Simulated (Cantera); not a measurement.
## Premixed flame

A freely propagating, adiabatic, planar premixed flame of 3.29 % C3H8, 20.3 % O2, 76.4 % N2, unburnt at 400 K and 560000 Pa; multicomponent transport, grid criteria slope 0.08 and curve 0.16, no radiation.

Computed with Cantera and GRI-Mech 3.0 (53 species, 325 reactions). GRI-Mech 3.0 was tuned for natural gas; its chemistry of propane as a main component is partial and can be far from experiment. Burning velocities carry a grid error of a few per cent, more on coarse grids.

```tsv
z (mm)	T (K)	u (m/s)	x C3H8	x O2	x C2H	x N2O	x CO2	x HCO
-0.293	400	0.363	0.0329	0.203	<1e-8	<1e-8	7.30e-7	<1e-8
-0.195	403	0.366	0.0329	0.203	<1e-8	<1e-8	1.61e-5	<1e-8
-0.146	414	0.375	0.0328	0.201	<1e-8	<1e-8	8.68e-5	<1e-8
-0.0976	484	0.441	0.0324	0.195	<1e-8	<1e-8	0.000842	<1e-8
-0.0488	870	0.810	0.0246	0.157	<1e-8	9.84e-8	0.00841	9.05e-8
-0.0244	1261	1.20	0.0104	0.118	<1e-8	2.40e-7	0.0202	4.35e-6
0	1656	1.59	0.000341	0.0757	2.93e-7	4.95e-7	0.0392	2.65e-5
0.0244	1842	1.76	1.48e-7	0.0548	1.51e-7	8.41e-7	0.0583	3.71e-6
0.0488	1927	1.83	<1e-8	0.0472	<1e-8	1.09e-6	0.0709	1.85e-7
0.0976	2020	1.91	<1e-8	0.0415	<1e-8	1.28e-6	0.0825	1.49e-8
0.195	2094	1.97	<1e-8	0.0381	<1e-8	1.32e-6	0.0896	<1e-8
0.390	2135	2.00	<1e-8	0.0365	<1e-8	1.01e-6	0.0932	<1e-8
0.781	2151	2.02	<1e-8	0.0359	<1e-8	6.54e-7	0.0946	<1e-8
```
x: mole fraction of selected species; z is measured from the peak of heat release.

The laminar burning velocity comes out as 36.2 cm/s. The thermal thickness is 0.0976 mm, the peak x(C2H) is 4.15e-7 and the peak x(HCO) is 2.70e-5. The grid points comes out as 138.
